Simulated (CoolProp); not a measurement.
Isobutene along the isotherm -51.65 °C: density (kg/m³) from the reference equation and from simpler models built on Tc = 144.9 °C, pc = 40.16 bar, ω = 0.193; each cubic takes its own stable root.

Model: reference Helmholtz-energy equation of state, Lemmon 2005, in CoolProp. It is a short technical equation, of lower accuracy than the large ones.

```tsv
p (bar)	phase	reference	Soave-Redlich-Kwong	Peng-Robinson
20.1	liquid	676.7	630.2	…
40.2	liquid	…	632.1	711.3
60.2	liquid	680.0	634.0	713.0
80.3	liquid	681.5	635.8	714.7
100	liquid	683.0	637.5	716.3
120	liquid	684.5	639.2	717.8
141	liquid	686.1	640.8	719.4
161	liquid	687.5	642.4	…
181	liquid	688.9	643.9	722.3
201	liquid	690.3	645.3	…
```

### Question
What belongs in the gaps?

### Answer

- 20.1, Peng-Robinson: 709.4
- 40.2, reference: 678.4
- 161, Peng-Robinson: 720.9
- 201, Peng-Robinson: 723.7
